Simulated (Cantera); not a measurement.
Feed: 1 mol SiH2Cl2, 0.61 mol C2H4, 34 mol H2, equilibrated at 0.100 bar.

These are equilibrium values from Cantera (NASA tables, ideal gas, pure condensed phases), not measurements of a reactor. Candidate condensed phases: C, C6H6, C7H8, C8H18, Si, SiC; 109 gas species. The tables' values for SiCl are old estimates; treat these amounts as uncertain. Gases not in the tables: Si2H6 and higher silanes. Equilibrium is a limit: real reactors are often held back by kinetics, nucleation or transport.

x: gas mole fraction; n: condensed amount in mol.

```csv
T (K),x H2,x H,x HCl,x Si,x C2H2 (acetylene),n C(graphite),n SiC(s)
1100,0.943,7.94e-8,0.0531,<1e-12,1.26e-8,0.110,0.992
1250,0.945,(withheld),0.0537,<1e-12,(withheld),(withheld),0.998
1400,0.946,1.50e-5,0.0536,3.95e-11,2.38e-6,0.207,0.998
1550,0.946,(withheld),0.0535,(withheld),(withheld),0.216,0.997
1700,0.946,0.000453,0.0534,1.01e-7,6.94e-5,0.217,0.994
1850,0.945,0.00166,0.0531,1.94e-6,0.000247,0.209,0.990
2000,0.941,0.00499,0.0526,2.39e-5,0.000723,0.181,0.984
2150,0.932,0.0129,0.0517,0.000206,0.00181,0.115,0.967
2300,0.913,0.0292,0.0501,0.00134,0.00394,0.00770,0.893
2450,0.872,0.0593,0.0470,0.00712,0.00712,0,0.508
2600,0.809,0.109,0.0436,0.0155,0.0101,0,0
```

Problem. Complete the blanks.

Solution. 
- 1250, x H: 1.49e-6
- 1250, x C2H2 (acetylene): 2.38e-7
- 1250, n C(graphite): 0.185
- 1550, x H: 9.69e-5
- 1550, x Si: 2.92e-9
- 1550, x C2H2 (acetylene): 1.52e-5
